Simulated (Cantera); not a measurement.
Input: 1 mol SiC, 0.016 mol N2O, 1.8 mol H2, 0.38 mol CO2, equilibrated at 1900 K and 69000 Pa.

Method: chemical equilibrium by Gibbs-energy minimisation in Cantera with the NASA 1993 tables (ideal gas, pure condensed phases). Gases not in the tables: Si2H6 and higher silanes. Equilibrium is a limit: real reactors are often held back by kinetics, nucleation or transport.

```tsv
species	before	after
H2	0.694	0.670
CO	0.223	0.271
SiO	0.0764	0.0350
N2	0.00612	0.0231
HCN	9.26e-5	0.000288
HNC	4.35e-6	1.35e-5
C2H2 (acetylene)	5.64e-6	1.45e-5
SiH2	1.03e-5	6.10e-6
CH4	2.72e-5	4.13e-5
H2O	0.000130	9.40e-5
SiC(s), mol	0.802	0.651
Si2N2O(s), mol	0	0.128
```
Gas species are given as mole fractions.

Problem. What was changed between the two runs?
(A) temperature from 1900 K to 1675 K
(B) CO2 from 0.38 to 3.4 mol
(C) SiC replaced by Si3N4
(D) N2O from 0.016 to 0.19 mol

Solution. D, N2O from 0.016 to 0.19 mol. Mutual solubility and eutectic melting of coexisting phases are not modelled
